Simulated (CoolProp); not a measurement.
Vapour-liquid equilibrium of methanol (1) + acetone (2) at 1590 kPa; x and y are mole fractions of (1).

Computed with CoolProp (multi-fluid Helmholtz-energy mixture model, de Reuck 1993 and Lemmon 2006; pair parameters Bell 2016).

```tsv
x	bubble temperature, mixture model (°C)	bubble temperature, Raoult's law (°C)	y, mixture model	y, Raoult's law
0.05	165.7	166.7	0.071	0.064
0.15	162.6	165.1	0.197	0.186
0.25	160.2	163.7	0.309	0.301
0.35	158.3	162.4	0.408	0.409
0.45	156.9	161.1	0.500	0.511
0.55	155.8	160.0	0.586	0.608
0.65	155.2	158.9	0.670	0.702
0.75	154.9	157.9	0.756	0.791
0.85	154.9	156.9	0.846	0.877
0.95	155.2	156.0	0.945	0.960
```

The largest gap from Raoult's law is -4.2 K in bubble temperature, at x = 0.45. y crosses x between x = 0.75 and 0.85: the model has an azeotrope there.

Pair parameters are fitted to limited data, so mixtures are less certain than the pure fluids.
